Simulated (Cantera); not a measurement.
Input (Python, Cantera):

```python
import numpy as np
import cantera as ct

surf = ct.Interface("diamond.yaml", "diamond_100")
gas, bulk = surf.adjacent["gas"], surf.adjacent["diamond"]
k = surf.kinetics_species_index(bulk.species_names[0])
cover = ["c6HH", "c6H*", "c6*H", "c6**", "c6HM", "c6B"]

rows, drift = [], 0.0
print(f"{'P':>10s}{'um/h':>11s}" + "".join(f"{s:>11s}" for s in cover))
for v in [380, 680, 1200, 2100, 3700, 6500, 12000, 20000]:
    T, P, xH, xCH3 = 1300, v, 0.00028, 3.4e-05
    gas.TPX = T, P, {"H": xH, "CH3": xCH3, "CH4": 0.012, "H2": 1 - xH - xCH3 - 0.012}
    surf.TP = bulk.TP = T, P
    surf.coverages = "c6H*:0.1, c6HH:0.9"
    surf.advance_coverages(100.0)
    before = surf.coverages
    surf.advance_coverages(100.0)
    drift = max(drift, np.max(np.abs(surf.coverages - before) / (surf.coverages + 1e-9)))
    rate = surf.net_production_rates[k] * bulk.mean_molecular_weight / bulk.density * 3.6e9
    rows.append([rate, *surf[cover].coverages])
    print(f"{v:10.4g}{rate:11.4e}" + "".join(f"{x:11.3e}" for x in rows[-1][1:]))
```

Output:

```
         P       um/h       c6HH       c6H*       c6*H       c6**       c6HM        c6B
       380 6.9052e-04  5.206e-01  3.991e-02  4.265e-01  1.282e-02  3.225e-06  1.874e-12
       680 2.0076e-03  5.212e-01  3.986e-02  4.260e-01  1.279e-02  5.870e-06  5.448e-12
      1200 5.4089e-03  5.216e-01  3.983e-02  4.257e-01  1.276e-02  1.061e-05  1.468e-11
      2100 1.3488e-02  5.217e-01  3.981e-02  4.254e-01  1.273e-02  1.908e-05  3.660e-11
      3700 3.1735e-02  5.218e-01  3.980e-02  4.253e-01  1.271e-02  3.459e-05  8.612e-11
      6500 6.9929e-02  5.218e-01  3.979e-02  4.252e-01  1.269e-02  6.222e-05  1.898e-10
   1.2e+04 1.5797e-01  5.218e-01  3.978e-02  4.251e-01  1.267e-02  1.168e-04  4.287e-10
     2e+04 3.0853e-01  5.217e-01  3.978e-02  4.250e-01  1.266e-02  1.959e-04  8.372e-10
```

Cantera simulation using the Harris–Goodwin 1993 mechanism for the reconstructed diamond (100) surface; the numbers are that mechanism's predictions, not measurements.
